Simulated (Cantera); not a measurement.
**Adiabatic ignition**

An adiabatic, constant-volume homogeneous reactor starts with CO : H₂ : CH₄ : O₂ : N₂ = 1 : 1.1 : 0.071 : 2.21 : 8.3 (molar parts), at 1525 K and 0.210 bar.

Cantera simulation using GRI-Mech 3.0 (53 species, 325 reactions); the numbers are that mechanism's predictions, not measurements.

```tsv
t (s)	T (K)	P (bar)	x CO	x H₂	x CH₄	x NO	x N₂O	x HCO	x C₂H₂
2.00e-6	1525	0.210	0.0789	0.0867	0.00560	<1e-12	<1e-12	<1e-12	<1e-12
7.02e-6	1525	0.210	0.0789	0.0867	0.00560	<1e-12	<1e-12	3.12e-12	<1e-12
2.47e-5	1525	0.210	0.0789	0.0867	0.00560	<1e-12	1.84e-12	3.76e-11	<1e-12
8.66e-5	1666	0.230	0.0765	0.0195	4.75e-5	3.03e-7	1.31e-8	1.95e-6	6.91e-9
0.000304	1950	0.265	0.0374	0.0111	<1e-12	2.59e-5	4.93e-8	2.82e-8	<1e-12
0.00107	2351	0.312	0.0334	0.00811	<1e-12	0.000270	1.12e-7	1.09e-8	<1e-12
0.00375	2613	0.340	0.0253	0.00520	<1e-12	0.00372	3.97e-7	5.28e-9	<1e-12
0.0132	2609	0.339	0.0247	0.00509	<1e-12	0.0124	4.52e-7	5.00e-9	<1e-12
0.0462	2605	0.339	0.0245	0.00506	<1e-12	0.0160	4.85e-7	4.90e-9	<1e-12
0.162	2605	0.339	0.0245	0.00506	<1e-12	0.0161	4.85e-7	4.90e-9	<1e-12
0.570	2605	0.339	0.0245	0.00506	<1e-12	0.0161	4.85e-7	4.90e-9	<1e-12
2.00	2605	0.339	0.0245	0.00506	<1e-12	0.0161	4.85e-7	4.90e-9	<1e-12
```
x: mole fraction; the columns are a selection and need not sum to one.

time of steepest temperature rise: 76.0 µs
temperature at 2.00 s: 2605 K
equilibrium temperature: 2605 K
x(CO) at 2.00 s: 0.0245 (gas-phase equilibrium 0.0245)
x(H₂) at 2.00 s: 0.00506 (gas-phase equilibrium 0.00506)
x(CH₄) at 2.00 s: <1e-12 (gas-phase equilibrium <1e-12)
